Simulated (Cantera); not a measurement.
What does this Cantera script print?

```python
import numpy as np
import cantera as ct

gas_names = """
    CL CL2 H HCL H2 N NH NH2 NH3 N2 N2H2 N2H4 Si SiCL SiCL2 SiCL3 SiCL4 SiH SiHCL3 SiH2 SiH2CL2 SiH3
    SiH3CL SiH4 SiN Si2 Si2N Si3
""".split()
cond_names = """
    NH4CL(a) NH4CL(b) Si(cr) Si(L) Si3N4(a)
""".split()


def load(file, names, dense=False):
    # The tables refer to 1 bar. Condensed volumes are neglected.
    table = {s.name: s for s in ct.Species.list_from_file(file)}
    out = []
    for n in names:
        d = dict(table[n].input_data)
        d["thermo"] = dict(d["thermo"], **{"reference-pressure": 1e5})
        if dense:
            d["equation-of-state"] = {"model": "constant-volume", "density": "1e6 g/cm^3"}
        out.append(ct.Species.from_dict(d))
    return out


gas = ct.Solution(thermo="ideal-gas", species=load("nasa_gas.yaml", gas_names))
cond = {s.name: ct.Solution(thermo="fixed-stoichiometry", species=[s], name=s.name)
        for s in load("nasa_condensed.yaml", cond_names, dense=True)}
atoms = {
    'SiH2Cl2': {'Si': 1, 'H': 2, 'CL': 2},
    'NH3': {'N': 1, 'H': 3},
}
top_T = {'Si3N4(a)': 2400}  # K; cautious upper limits of use, not melting points


def equilibrate(T, P, feed):
    n = {}
    for name, mol in feed.items():
        for a, k in atoms[name].items():
            n[a] = n.get(a, 0.0) + k * mol
    gas.TPX = T, P, n
    mass = sum(n.values()) * gas.mean_molecular_weight
    gas.equilibrate("TP")
    valid = [c for c in cond.values() if c.min_temp <= T <= top_T.get(c.name, c.max_temp)]
    mix = ct.Mixture([(gas, mass / gas.mean_molecular_weight)] + [(c, 0.0) for c in valid])
    mix.T, mix.P = T, P
    mix.equilibrate("TP", solver="vcs", rtol=1e-11, max_steps=5000)
    return mix


results = []
feed = {'SiH2Cl2': 1, 'NH3': 10}  # mol
T = 1975  # K
P = 100000  # Pa
mix = equilibrate(T, P, feed)
results.append((T, P, feed, dict(zip(mix.species_names, mix.species_moles))))
print(gas.report(threshold=0.001))
for i in range(1, mix.n_phases):
    print(f"{mix.phase(i).name:16s} {mix.phase_moles(i):12.5e} mol")
```

Result:

```
       temperature   1975 K
          pressure   1e+05 Pa
           density   0.066926 kg/m^3
  mean mol. weight   10.99 kg/kmol
   phase of matter   gas

                          1 kg             1 kmol
                     ---------------   ---------------
          enthalpy        4.1205e+06        4.5285e+07  J
   internal energy        2.6264e+06        2.8863e+07  J
           entropy             19516        2.1448e+05  J/K
    Gibbs function       -3.4423e+07       -3.7831e+08  J
 heat capacity c_p            3172.8             34869  J/K
 heat capacity c_v            2416.2             26554  J/K

                      mass frac. Y      mole frac. X     chem. pot. / RT
                     ---------------   ---------------   ---------------
                 H        0.00010563         0.0011517           -9.8926
               HCL           0.22965          0.069226           -34.562
                H2           0.12995           0.70843           -19.785
                N2            0.5335           0.20929           -28.462
             SiCL2           0.10251          0.011381           -55.535
     [  +23 minor]         0.0042828        0.00051932

Si(L)             0.00000e+00 mol
Si3N4(a)          2.48616e-01 mol
```

Method: chemical equilibrium by Gibbs-energy minimisation in Cantera with the NASA 1993 tables (ideal gas, pure condensed phases). The tables' values for SiCl3, SiCl are old estimates; treat these amounts as uncertain. Gases not in the tables: Si2H6 and higher silanes.
